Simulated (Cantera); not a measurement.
Boron, boron nitride and boron oxide: BF₃ + O₂

A closed system holds: 1 mol BF₃, 0.29 mol O₂, equilibrated at 800 K and 0.000290 bar.

Equilibrium computed with Cantera from the NASA thermochemical tables; the gas is ideal and each condensed phase is pure. Candidate condensed phases: B, B₂O₃; 21 gas species. Rates play no part.

```yaml
x(BF₃): 0.775
x(O₂): 0.225
gas_amount: 1.290 mol
log10 activity of B(s) (absent): -41.13
```
